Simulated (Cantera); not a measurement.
# Thermodynamics of silicon nitride deposition, feed SiH₄ + N₂ + H₂

Feed: 1 mol SiH₄, 1.5 mol N₂, 17 mol H₂, at 0.00570 bar.

Cantera equilibrium calculation (NASA polynomials, part measured and part estimated; ideal gas, pure solids and liquids). Candidate condensed phases: Si, Si₃N₄; 18 gas species. N₂ is the only nitrogen source here; it is nearly inert below about 1500 K, so the nitride shown seldom forms there in practice. The tables' values for SiN are old estimates; treat these amounts as uncertain. Gases not in the tables: Si₂H₆ and higher silanes. The numbers say what is thermodynamically allowed, not how fast it happens.

| T (°C) | x H₂ | x N₂ | x H | x Si | x SiH | x Si₂ | n Si₃N₄(s) | n Si(s) | n Si(l) |
|---|---|---|---|---|---|---|---|---|---|
| 600 | 0.958 | 0.0420 | 6.06e-10 | <1e-12 | <1e-12 | <1e-12 | 0.333 | 0 | 0 |
| 700 | 0.958 | 0.0420 | 1.40e-8 | <1e-12 | <1e-12 | <1e-12 | 0.333 | 0 | 0 |
| 800 | 0.958 | 0.0420 | 1.82e-7 | <1e-12 | <1e-12 | <1e-12 | 0.333 | 0 | 0 |
| 900 | 0.958 | 0.0420 | 1.53e-6 | <1e-12 | <1e-12 | <1e-12 | 0.333 | 0 | 0 |
| 1000 | 0.958 | 0.0420 | 9.24e-6 | 3.17e-11 | 2.26e-11 | <1e-12 | 0.333 | 0 | 0 |
| 1100 | 0.958 | 0.0420 | 4.32e-5 | 3.73e-9 | 1.57e-9 | <1e-12 | 0.333 | 0 | 0 |
| 1200 | 0.958 | 0.0420 | 0.000164 | 2.27e-7 | 6.04e-8 | 5.66e-11 | 0.333 | 0 | 0 |
| 1300 | 0.957 | 0.0420 | 0.000527 | 8.16e-6 | 1.45e-6 | 1.45e-8 | 0.333 | 0 | 0 |
| 1400 | 0.925 | 0.0731 | 0.00145 | 7.33e-5 | 9.00e-6 | 2.82e-7 | 0 | 0.998 | 0 |
| 1500 | 0.923 | 0.0730 | 0.00362 | 0.000374 | 3.35e-5 | 2.08e-6 | 0 | 0 | 0.991 |
| 1600 | 0.917 | 0.0727 | 0.00819 | 0.00155 | 0.000104 | 1.15e-5 | 0 | 0 | 0.963 |
| 1700 | 0.905 | 0.0721 | 0.0170 | 0.00554 | 0.000288 | 5.37e-5 | 0 | 0 | 0.872 |
| 1800 | 0.878 | 0.0706 | 0.0326 | 0.0175 | 0.000711 | 0.000215 | 0 | 0 | 0.593 |
| 1900 | 0.830 | 0.0677 | 0.0582 | 0.0419 | 0.00135 | 0.000538 | 0 | 0 | 0 |
x: gas mole fraction; n: condensed amount in mol.

From 600 °C to 1300 °C the condensed part is Si₃N₄(s). At 1400 °C the condensed part is Si(s). From 1500 °C to 1800 °C the condensed part is Si(l). At 1900 °C nothing is condensed.
